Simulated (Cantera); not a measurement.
A Cantera script and what it prints.

```python
import numpy as np
import cantera as ct

gas_names = """
    CL CL2 H HCL H2 Si SiCL SiCL2 SiCL3 SiCL4 SiH SiHCL3 SiH2 SiH2CL2 SiH3 SiH3CL SiH4 Si2 Si3
""".split()
cond_names = """
    Si(cr) Si(L)
""".split()


# ... load() reads the species with a 1 bar reference pressure and builds the phases ...
atoms = {
    'SiH4': {'Si': 1, 'H': 4},
    'H2': {'H': 2},
    'HCl': {'H': 1, 'CL': 1},
}
top_T = {}  # K; cautious upper limits of use, not melting points


# ... equilibrate(T, P, feed) seeds the gas with the atoms and calls Mixture.equilibrate('TP', solver="vcs", rtol=1e-11, max_steps=5000) ...
results = []
T = 2425  # K
P = 1000  # Pa
for m in [37, 59, 92, 140, 220, 350, 550, 860, 1300]:
    feed = {'SiH4': 1, 'H2': m, 'HCl': 1.1}  # mol
    mix = equilibrate(T, P, feed)
    results.append((T, P, feed, dict(zip(mix.species_names, mix.species_moles))))
    x = sorted(zip(gas.X, gas.species_names), reverse=True)
    print(f"T = {T:g} K  P = {P:g} Pa  n(H2) = {m:g} mol  gas = {mix.phase_moles(0):.4g} mol")
    print("   x: " + "  ".join(f"{s} {v:.3e}" for v, s in x if v > 1e-05))
    print("   condensed (mol): " + ("  ".join(f"{mix.phase(i).name} {mix.phase_moles(i):.4g}"
          for i in range(1, mix.n_phases) if mix.phase_moles(i) > 1e-12) or "none"))
```

Result:

```
T = 2425 K  P = 1000 Pa  n(H2) = 37 mol  gas = 44.71 mol
   x: H2 7.940e-01  H 1.595e-01  Si 2.132e-02  HCL 2.116e-02  CL 3.024e-03  SiH 5.646e-04  SiCL 2.768e-04  SiCL2 7.087e-05  SiH2 4.923e-05  Si2 4.066e-05
   condensed (mol): none
T = 2425 K  P = 1000 Pa  n(H2) = 59 mol  gas = 68.67 mol
   x: H2 8.086e-01  H 1.609e-01  Si 1.398e-02  HCL 1.389e-02  CL 1.967e-03  SiH 3.736e-04  SiCL 1.181e-04  SiH2 3.288e-05  SiCL2 1.967e-05  Si2 1.748e-05
   condensed (mol): none
T = 2425 K  P = 1000 Pa  n(H2) = 92 mol  gas = 104.6 mol
   x: H2 8.181e-01  H 1.619e-01  Si 9.217e-03  HCL 9.162e-03  CL 1.290e-03  SiH 2.477e-04  SiCL 5.104e-05  SiH2 2.193e-05
   condensed (mol): none
T = 2425 K  P = 1000 Pa  n(H2) = 140 mol  gas = 156.9 mol
   x: H2 8.242e-01  H 1.625e-01  Si 6.161e-03  HCL 6.126e-03  CL 8.593e-04  SiH 1.662e-04  SiCL 2.273e-05  SiH2 1.477e-05
   condensed (mol): none
T = 2425 K  P = 1000 Pa  n(H2) = 220 mol  gas = 244 mol
   x: H2 8.285e-01  H 1.629e-01  Si 3.968e-03  HCL 3.945e-03  CL 5.520e-04  SiH 1.073e-04
   condensed (mol): none
T = 2425 K  P = 1000 Pa  n(H2) = 350 mol  gas = 385.6 mol
   x: H2 8.314e-01  H 1.632e-01  Si 2.514e-03  HCL 2.500e-03  CL 3.491e-04  SiH 6.811e-05
   condensed (mol): none
T = 2425 K  P = 1000 Pa  n(H2) = 550 mol  gas = 603.4 mol
   x: H2 8.332e-01  H 1.634e-01  Si 1.608e-03  HCL 1.598e-03  CL 2.230e-04  SiH 4.360e-05
   condensed (mol): none
T = 2425 K  P = 1000 Pa  n(H2) = 860 mol  gas = 941.1 mol
   x: H2 8.343e-01  H 1.635e-01  Si 1.031e-03  HCL 1.025e-03  CL 1.429e-04  SiH 2.799e-05
   condensed (mol): none
T = 2425 K  P = 1000 Pa  n(H2) = 1300 mol  gas = 1420 mol
   x: H2 8.350e-01  H 1.635e-01  Si 6.835e-04  HCL 6.795e-04  CL 9.470e-05  SiH 1.856e-05
   condensed (mol): none
```

Equilibrium computed with Cantera from the NASA thermochemical tables; the gas is ideal and each condensed phase is pure. The tables' values for SiCl are old estimates; treat these amounts as uncertain. Gases not in the tables: Si2H6 and higher silanes.
